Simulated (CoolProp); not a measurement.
Methanol along the isotherm 171.75 °C: fugacity coefficient from the reference equation and from simpler models built on Tc = 240.2 °C, pc = 82.16 bar, ω = 0.565; each cubic takes its own stable root.

Values from CoolProp's reference Helmholtz-energy equation of state, de Reuck 1993.

```csv
p (bar),phase,reference
5.13,gas,0.9622
10.3,gas,0.9225
15.4,gas,0.8810
20.5,gas,0.8359
25.7,liquid,0.7255
30.8,liquid,0.6098
35.9,liquid,0.5269
41.1,liquid,0.4636
```

Problem. How far does each simpler model (van der Waals, Redlich-Kwong, Peng-Robinson) lie from the reference over these 8 states: mean and median of the absolute difference, and the worst?

Solution. 
- van der Waals: mean 24.9 %, median 13.5 %, worst +70.3 % at 171.75 °C and 41.1 bar
- Redlich-Kwong: mean 18.6 %, median 10.3 %, worst +45.5 % at 171.75 °C and 41.1 bar
- Peng-Robinson: mean 2.3 %, median 2.7 %, worst +4.4 % at 171.75 °C and 41.1 bar

At some of these states van der Waals, Redlich-Kwong gives the other phase, because its saturation line lies elsewhere.
